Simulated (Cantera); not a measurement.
Input: 1 mol Fe, 0.5 mol CO, 20 mol H2, at 2023.15 K and 1.00 Torr.

Equilibrium computed with Cantera from the NASA thermochemical tables; the gas is ideal and each condensed phase is pure. Candidate condensed phases: C, C6H6, C7H8, C8H18, Fe, Fe(CO)5, FeO, Fe(OH)2, Fe(OH)3, Fe2O3, Fe3O4, H2O; 114 gas species. The numbers say what is thermodynamically allowed, not how fast it happens.

Base state: H2 0.883, H 0.0489, Fe 0.0454, CO 0.0227 (mole fractions); condensed: gas only.

Q: What changes in the equilibrium state with this change: temperature from 2023.15 K to 1250 K?

A: 
| species | before | after |
|---|---|---|
| H2 | 0.883 | 0.976 |
| CO | 0.0227 | 0.0244 |
| H | 0.0489 | 1.31e-5 |
| Fe | 0.0454 | 1.86e-7 |
| Fe(γ), mol | 0 | 1.000 |

Q: What changes in the equilibrium state with this change: pressure from 1.00 Torr to 100 Torr?

A: 
```json
[
 {"species": "H2", "before": "0.883", "after": "0.967"},
 {"species": "CO", "before": "0.0227", "after": "0.0242"},
 {"species": "H", "before": "0.0489", "after": "0.00512"},
 {"species": "Fe", "before": "0.0454", "after": "0.00354"},
 {"species": "Fe(l), mol", "before": "0", "after": "0.927"}
]
```

Q: What changes in the equilibrium state with this change: temperature from 2023.15 K to 1423 K?

A: 
```
species     before     after
----------  ------  --------
H2           0.883     0.975
CO          0.0227    0.0244
H           0.0489  0.000180
Fe          0.0454   2.00e-5
Fe(γ), mol       0     1.000
```
